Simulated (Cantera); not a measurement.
Predominance diagram of Pb at 725 K against the partial pressures of S₂ and F₂ (log10, bar). Cantera with NASA thermochemical tables; ideal gases at 1 bar, condensed phases pure. Candidates: Pb(l), PbF₂(s), PbS(s). Only these pure phases compete in this equilibrium. 

Question: Which phase is stable at these pairs, and which metal-bearing vapour leads over it? (-3, -43.4); (-22.9, -37.8); (-25.9, -54.5); (-19.8, -43.4); (-18.3, -60); (-4.6, -60); (-7.6, -37.8)

Answer: 
```json
[
 {"log p(S₂)": "-3", "log p(F₂)": "-43.4", "phase": "PbS(s)", "chief vapour": "PbS", "log p (bar)": "-8.4"},
 {"log p(S₂)": "-22.9", "log p(F₂)": "-37.8", "phase": "PbF₂(s)", "chief vapour": "PbF₄", "log p (bar)": "-4.2"},
 {"log p(S₂)": "-25.9", "log p(F₂)": "-54.5", "phase": "Pb(l)", "chief vapour": "Pb", "log p (bar)": "-8.5"},
 {"log p(S₂)": "-19.8", "log p(F₂)": "-43.4", "phase": "Pb(l)", "chief vapour": "Pb", "log p (bar)": "-8.5"},
 {"log p(S₂)": "-18.3", "log p(F₂)": "-60", "phase": "Pb(l)", "chief vapour": "Pb", "log p (bar)": "-8.5"},
 {"log p(S₂)": "-4.6", "log p(F₂)": "-60", "phase": "PbS(s)", "chief vapour": "PbS", "log p (bar)": "-8.4"},
 {"log p(S₂)": "-7.6", "log p(F₂)": "-37.8", "phase": "PbS(s)", "chief vapour": "PbF₄", "log p (bar)": "-4.5"}
]
```
